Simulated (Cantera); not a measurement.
Charge: 1 mol B2O3, 0.23 mol NH3, 2.6 mol N2, equilibrated at 9.75 Torr.

Cantera equilibrium calculation (NASA polynomials, part measured and part estimated; ideal gas, pure solids and liquids). Candidate condensed phases: B, BN, B2O3, B3O3H3, H2O; 39 gas species. Equilibrium is a limit: real reactors are often held back by kinetics, nucleation or transport. All values below are at 975 K.

Base state: N2 0.887, H2 0.113, H2O 0.000249 (mole fractions); condensed: BN(s) + B2O3(l).

Task: What changes in the equilibrium state with this change: 0.16 mol Cl2 added?

Result: 
| species | before | after |
|---|---|---|
| N2 | 0.887 | 0.843 |
| HCl | 0 | 0.0994 |
| H2 | 0.113 | 0.0573 |
| H2O | 0.000249 | 0.000125 |
| BN(s), mol | 0.000509 | 0.000269 |
| B2O3(l), mol | 1.000 | 1.000 |
Further candidate phases: NH4Cl.
